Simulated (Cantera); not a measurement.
Charge: 1 mol FeS, a varied amount of H₂S, 47 mol N₂, equilibrated at 1500 K and 97.5 Torr.

Method: chemical equilibrium by Gibbs-energy minimisation in Cantera with the NASA 1993 tables (ideal gas, pure condensed phases). Candidate condensed phases: Fe, FeS, FeS₂, S; 16 gas species. FeS: taken at fixed stoichiometry. The numbers say what is thermodynamically allowed, not how fast it happens.

x: gas mole fraction; n: condensed amount in mol.

```tsv
n(H₂S) (mol)	x N₂	x H₂	x S₂	x H₂S	x SH	x S	n FeS(l)
0.51	0.984	0.00974	0.00484	0.000887	0.000111	…	1.000
0.66	0.980	0.0124	0.00617	0.00128	0.000142	…	1.000
0.86	0.974	0.0159	0.00789	0.00185	0.000181	…	1.000
1.1	0.967	0.0199	0.00990	0.00260	0.000228	…	1.000
1.4	0.959	0.0248	0.0123	0.00361	0.000283	…	1.000
1.9	0.945	0.0326	0.0162	0.00543	0.000372	…	1.000
2.4	0.932	0.0400	0.0199	0.00738	0.000457	…	1.000
3.1	0.915	0.0498	0.0247	0.0103	0.000569	…	1.000
4.1	0.891	0.0628	0.0312	0.0145	0.000717	…	1.000
```

Task: What belongs in the gaps?

Result: 
- 0.51, x S: 7.85e-6
- 0.66, x S: 8.86e-6
- 0.86, x S: 1.00e-5
- 1.1, x S: 1.12e-5
- 1.4, x S: 1.25e-5
- 1.9, x S: 1.44e-5
- 2.4, x S: 1.59e-5
- 3.1, x S: 1.78e-5
- 4.1, x S: 1.99e-5
